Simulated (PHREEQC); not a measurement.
1 kg of water holding 0.03 mol/kgw K2CO3 meets 20 L of dry gas (O2 1 by moles) at fixed total pressure, at 5 atm; fugacities by Peng-Robinson. The gases take part in no redox reaction, some water evaporates into the gas, and hydrates or a liquid gas phase aren't modelled. Nothing may precipitate in this run.

The numbers come from PHREEQC with the ion-association model, phreeqc.dat.

| T (°C) | dissolved O2 (mol/kgw) | φ of O2 |
|---|---|---|
| 10 | 0.00829 | 0.994 |
| 20 | 0.00675 | 0.995 |
| 30 | 0.00570 | 0.996 |
| 40 | 0.00496 | 0.996 |
| 50 | 0.00442 | 0.997 |
| 60 | 0.00403 | 0.997 |
| 70 | 0.00372 | 0.998 |
| 80 | 0.00346 | 0.998 |
| 90 | 0.00323 | 0.999 |

Constants without temperature data keep their 25 °C values here.
